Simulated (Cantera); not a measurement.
Input: 1 mol NH3, 0.046 mol H2O, at 3098 K and 0.100 bar.

Cantera equilibrium calculation (NASA polynomials, part measured and part estimated; ideal gas, pure solids and liquids). Candidate condensed phases: H2O; 24 gas species. Equilibrium is a limit: real reactors are often held back by kinetics, nucleation or transport.

Q: What is the equilibrium state?

A: 
| Property | Result |
|---|---|
| x(H) | 0.411 |
| x(H2) | 0.378 |
| x(N2) | 0.193 |
| x(H2O) | 0.0106 |
| x(OH) | 0.00410 |
| x(O) | 0.00270 |
| x(NO) | 0.000315 |
| x(N) | 3.57e-5 |
| x(O2) | 2.97e-5 |
| gas amount | 2.592 mol |
